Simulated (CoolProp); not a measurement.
Vapour-liquid equilibrium of m-xylene (1) + o-xylene (2) at 4.68 kPa; x and y are mole fractions of (1).

Computed with CoolProp (multi-fluid Helmholtz-energy mixture model, Zhou 2012 and Zhou 2012; pair parameters Bell 2016).

| x | bubble temperature, mixture model (°C) | bubble temperature, Raoult's law (°C) | y, mixture model | y, Raoult's law |
|---|---|---|---|---|
| 0.05 | 56.4 | 56.4 | 0.059 | 0.060 |
| 0.15 | 56.0 | 56.0 | 0.176 | 0.176 |
| 0.25 | ___ | 55.5 | 0.288 | 0.288 |
| 0.35 | 55.1 | 55.1 | 0.397 | 0.395 |
| 0.45 | 54.7 | 54.7 | ___ | 0.498 |
| 0.55 | 54.2 | 54.3 | ___ | 0.598 |
| 0.65 | ___ | 53.9 | 0.694 | 0.693 |
| 0.75 | 53.4 | 53.5 | 0.785 | 0.785 |
| 0.85 | 53.0 | 53.1 | 0.873 | 0.873 |
| 0.95 | 52.7 | 52.7 | 0.958 | 0.959 |

Q: Some entries are withheld; supply them.

A: 
- 0.25, bubble temperature, mixture model (°C): 55.6
- 0.45, y, mixture model: 0.501
- 0.55, y, mixture model: 0.600
- 0.65, bubble temperature, mixture model (°C): 53.8

The largest gap from Raoult's law is -0.1 K in bubble temperature, at x = 0.75. No azeotrope shows between x = 0.05 and 0.95.

The pair parameters rest on a limited set of measurements; away from them the model extrapolates.
